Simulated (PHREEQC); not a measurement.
PHREEQC input (ion-association model, phreeqc.dat):

```
SOLUTION_MASTER_SPECIES
  Amm  AmmH+  0  AmmH  17.031  # ammonia with no redox link, constants of NH4+
SOLUTION_SPECIES
  AmmH+ = AmmH+
    -log_k 0
    -gamma 2.5 0
    -dw 1.98e-9
  AmmH+ = Amm + H+
    -log_k -9.252
    -delta_h 12.48 kcal
    -analytic 0.6322 -0.001225 -2835.76
    -dw 2.28e-9
  AmmH+ + SO4-2 = AmmHSO4-
    -log_k 1.11
PHASES
  Amm(g)
    Amm = Amm
    -log_k 1.7966
    -analytic -18.758 3.3670e-4 2.5113e3 4.8619 39.192
    -T_c 405.6
    -P_c 111.3
    -Omega 0.25
EXCHANGE_SPECIES
  AmmH+ + X- = AmmHX
    -log_k 0.6
    -gamma 2.5 0
    -delta_h -2.4
SOLUTION 0
  temp 15
  units mmol/kgw
  pH 7 charge
  Br 2.2
  K 2.2
  Cl 0.01
  O(0) 1 O2(g) -0.68
SOLUTION 1-30
  temp 15
  units mmol/kgw
  pH 7 charge
  Cl 4.81
  Sr 1.6
  Amm 1.6
  O(0) 1 O2(g) -0.68
END
EXCHANGE 1-30
  X 0.0053
  -equilibrate 1
END
SELECTED_OUTPUT 1
  -reset false
  -pH true
  -pe true
  -ionic_strength true
  -water true
  -step true
  -totals Amm Br Cl K Sr
  -molalities AmmHX SrX2 KX
  -saturation_indices Sylvite
PRINT
  -reset false
TRANSPORT
  -cells 30
  -shifts 210
  -lengths 0.0333333
  -time_step 60
  -dispersivities 0.035
  -boundary_conditions flux flux
  -correct_disp true
  -punch_cells 30
  -punch_frequency 7
END
# ... the last block is repeated for the other 30 points of pore volumes
```

Selected output (columns that matter, 21 of 31 rows; pore volumes added in front):

```
pore volumes	pH	mu	Amm	Br	Cl	K	Sr	m_SrX2	m_KX	si_Sylvite
0	5.0306	0.00641	0.0016	0	0.00481	0	0.0016	0.0024956	0	-1000
0.4833	5.0306	0.0063979	0.0015978	7.3126e-06	0.004794	4.1905e-07	0.0015966	0.0024956	1.0466e-07	-9.6186
0.7167	5.0298	0.0059441	0.0014925	0.00028122	0.0041964	4.2291e-05	0.0014664	0.0024941	1.1018e-05	-7.67
0.95	5.0272	0.0046683	0.0011194	0.0010465	0.0025268	0.0002537	0.0010951	0.0024817	7.6292e-05	-7.1048
1.4167	5.023	0.0029515	0.00038093	0.0020396	0.00035989	0.0009046	0.000552	0.0024002	0.00037682	-7.3869
1.8833	5.0221	0.0025875	9.8211e-05	0.0021885	3.5096e-05	0.0013875	0.00036394	0.0022838	0.00069433	-8.2089
2.1167	5.0219	0.002523	4.749e-05	0.0021973	1.5943e-05	0.0015362	0.00030979	0.0022286	0.00082307	-8.5068
2.35	5.0217	0.0024792	2.2614e-05	0.0021994	1.1339e-05	0.0016412	0.00026844	0.0021781	0.00093388	-8.6257
2.8167	5.0215	0.0024206	5.04e-06	0.0022	1.0062e-05	0.0017738	0.00021058	0.0020905	0.0011165	-8.6434
3.2833	5.0214	0.002383	1.1242e-06	0.0022	1.0003e-05	0.0018529	0.00017298	0.0020176	0.0012642	-8.6266
3.5167	5.0213	0.0023689	5.3341e-07	0.0022	1.0001e-05	0.0018817	0.00015886	0.0019854	0.0013289	-8.6199
3.75	5.0213	0.0023569	2.5414e-07	0.0022	1e-05	0.0019059	0.00014694	0.0019555	0.0013889	-8.6143
4.2167	5.0212	0.0023379	5.8508e-08	0.0022	1e-05	0.0019441	0.00012792	0.0019014	0.0014972	-8.6055
4.6833	5.0212	0.0023234	1.3739e-08	0.0022	1e-05	0.0019731	0.00011342	0.0018533	0.0015933	-8.5989
4.9167	5.0211	0.0023174	6.7079e-09	0.0022	1e-05	0.0019852	0.00010739	0.0018312	0.0016376	-8.5962
5.15	5.0211	0.002312	3.2913e-09	0.0022	1e-05	0.001996	0.000102	0.0018101	0.0016797	-8.5938
5.6167	5.0211	0.0023028	8.0396e-10	0.0022	1e-05	0.0020145	9.2745e-05	0.0017708	0.0017584	-8.5897
6.0833	5.021	0.0022951	2.0007e-10	0.0022	1e-05	0.0020298	8.5093e-05	0.0017346	0.0018307	-8.5863
6.3167	5.021	0.0022917	1.0047e-10	0.0022	1e-05	0.0020365	8.1741e-05	0.0017176	0.0018648	-8.5849
6.55	5.021	0.0022887	5.0674e-11	0.0022	1e-05	0.0020427	7.8652e-05	0.0017011	0.0018977	-8.5835
7.0167	5.021	0.0022831	1.305e-11	0.0022	1e-05	0.0020537	7.3149e-05	0.0016699	0.0019602	-8.5811
```

Species that the database lacks are ignored.
